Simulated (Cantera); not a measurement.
**Mg(OH)₂ + C + H₂ (calcination and drying)**

Input: 1 mol Mg(OH)₂, 0.31 mol C, a varied amount of H₂, at 1577 °C and 5780 Torr.

Equilibrium computed with Cantera from the NASA thermochemical tables; the gas is ideal and each condensed phase is pure. Candidate condensed phases: C, C₆H₆, C₇H₈, C₈H₁₈, H₂O, Mg, MgCO₃, MgO, Mg(OH)₂; 116 gas species. Kinetics and transport are ignored.

From 0.55 mol H₂ to 9.1 mol H₂ the condensed part is MgO(s). The main Mg-bearing gas is Mg(OH)₂ at 0.55 mol H₂ and Mg at 9.1 mol H₂.

```tsv
n(H₂) (mol)	log p H₂	log p H₂O	log p CO	log p CO₂	log p H	log p OH	log p Mg(OH)₂	n MgO(s)
0.55	0.57	0.43	0.04	-0.72	-2.98	-4.26	-4.55	1.000
0.73	0.61	0.39	0.01	-0.82	-2.96	-4.32	-4.58	1.000
0.96	0.65	0.35	-0.03	-0.93	-2.95	-4.38	-4.62	1.000
1.3	0.68	0.29	-0.08	-1.08	-2.93	-4.45	-4.68	1.000
1.7	0.72	0.23	-0.13	-1.22	-2.91	-4.53	-4.74	1.000
2.2	0.74	0.17	-0.20	-1.38	-2.90	-4.60	-4.80	1.000
3	0.77	0.08	-0.28	-1.57	-2.88	-4.71	-4.89	1.000
3.9	0.80	0.00	-0.36	-1.75	-2.87	-4.80	-4.97	1.000
5.2	0.81	-0.09	-0.45	-1.96	-2.86	-4.90	-5.07	1.000
6.9	0.83	-0.19	-0.55	-2.17	-2.85	-5.01	-5.16	1.000
9.1	0.84	-0.30	-0.65	-2.39	-2.85	-5.12	-5.27	1.000
```
log p: log10 of the partial pressure in bar; n: condensed amount in mol.
